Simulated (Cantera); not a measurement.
Cantera with NASA thermochemical tables; ideal gases at 1 bar, condensed phases pure. Values are per mole of reaction as written; species without (g) are pure solids or liquids, kept so even where they would boil at 1 bar. TiC: taken at fixed stoichiometry.

Q: Between 525 and 975 K, where is each reaction favourable under standard conditions?
- 3 H2(g) + 6 TiC ⇌ C6H6(g) + 6 Ti

A: 
- 3 H2(g) + 6 TiC ⇌ C6H6(g) + 6 Ti: ΔG° is 1236 kJ at 525 K and 1294 kJ at 975 K; it stays positive (K < 1). ΔH° is 1164 kJ and ΔS° -134 J/K at 975 K.
